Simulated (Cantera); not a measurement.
A freely propagating, adiabatic, planar premixed flame of H2 : O2 : N2 : H2O = 1 : 0.909 : 3.42 : 0.19 (molar parts), unburnt at 625 K and 9.47 atm; mixture-averaged transport, grid criteria slope 0.08 and curve 0.16, no radiation.

Cantera simulation using the H2/O2 subset of GRI-Mech 3.0, which has no nitrogen chemistry; the numbers are that mechanism's predictions, not measurements. The hydrogen kinetics of GRI-Mech 3.0 are dated; newer H2 mechanisms differ, most at raised pressure. Burning velocities carry a grid error of a few per cent, more on coarse grids. Lean hydrogen flames are cellular in practice and burn faster than this planar one.

x: mole fraction of selected species; z is measured from the peak of heat release.

```tsv
z (mm)	T (K)	u (m/s)	x H2	x O2	x H2O	x H	x H2O2	x HO2
-0.147	626	0.900	0.174	0.166	0.0349	<1e-8	3.91e-7	3.20e-7
-0.0978	634	0.898	0.161	0.168	0.0365	<1e-8	?	?
-0.0733	652	0.910	0.146	0.170	0.0399	<1e-8	1.64e-5	1.38e-5
-0.0489	715	0.975	0.119	0.172	0.0513	<1e-8	7.26e-5	6.77e-5
-0.0244	981	1.30	0.0733	0.159	0.0944	7.35e-6	0.000315	0.000503
-0.0122	1269	1.67	0.0458	0.138	0.138	0.000214	0.000246	0.000733
0	1560	2.05	0.0220	0.113	0.182	0.000849	1.45e-5	0.000429
0.0122	1735	2.28	?	0.0961	0.208	0.000902	?	?
0.0244	1819	2.39	0.00390	0.0895	0.219	0.000536	2.92e-6	0.000103
0.0489	1878	2.47	0.00113	0.0865	0.226	0.000138	1.58e-6	3.47e-5
0.0978	1901	2.50	0.000248	0.0862	0.228	1.83e-5	6.94e-7	9.00e-6
0.196	1908	2.50	6.28e-5	0.0863	0.229	3.23e-6	3.56e-7	3.47e-6
0.391	1909	2.51	3.74e-5	0.0863	0.229	1.75e-6	2.89e-7	2.70e-6
```

### Question
Some entries are withheld; supply them.

### Answer

- -0.0978, x H2O2: 3.90e-6
- -0.0978, x HO2: 3.19e-6
- 0.0122, x H2: 0.00895
- 0.0122, x H2O2: 4.41e-6
- 0.0122, x HO2: 0.000202
